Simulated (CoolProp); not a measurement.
The fluid at 305.12 K and 18.2 MPa is throttled through a valve to 0.894 MPa with no heat exchange. The same conditions are run with several fluids, on thermodynamics alone (safety and materials aside).

The numbers come from the reference Helmholtz-energy equation of state of each fluid (methane: Setzmann 1991; CF4 (R14): Platzer 1990; ethylene: Smukala 2000; carbon dioxide: Span 1996; R13: Platzer 1990) in CoolProp. The equations of Platzer and Polt are older, rougher fits.

Rank methane, CF4 (R14), ethylene, carbon dioxide, R13 by temperature change (K), highest first.

R13 (-60.0), methane (-68.5), carbon dioxide (-75.1), CF4 (R14) (-81.0), ethylene (-87.1)

```csv
fluid,final phase,final density (kg/m³)
methane,gas,7.55
CF4 (R14),gas,46.4
ethylene,"two-phase, vapour fraction 0.608",26.3
carbon dioxide,"two-phase, vapour fraction 0.470",48.4
R13,"two-phase, vapour fraction 0.525",103
```
